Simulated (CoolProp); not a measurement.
Vapour-liquid equilibrium of benzene (1) + p-xylene (2) at 26.6 kPa; x and y are mole fractions of (1).

The numbers come from the multi-fluid Helmholtz-energy mixture model, Thol 2012 and Zhou 2012; pair parameters Bell 2016 in CoolProp.

### Question
Give the bubble temperature and the first vapour's composition at x = 0.125, 0.5, 0.8. Is there an azeotrope?

### Answer
x = 0.125: 354.1 K, y = 0.463; x = 0.5: 330.4 K, y = 0.885; x = 0.8: 320.2 K, y = 0.971. No azeotrope shows between x = 0.05 and 0.95.

The pair parameters rest on a limited set of measurements; away from them the model extrapolates.
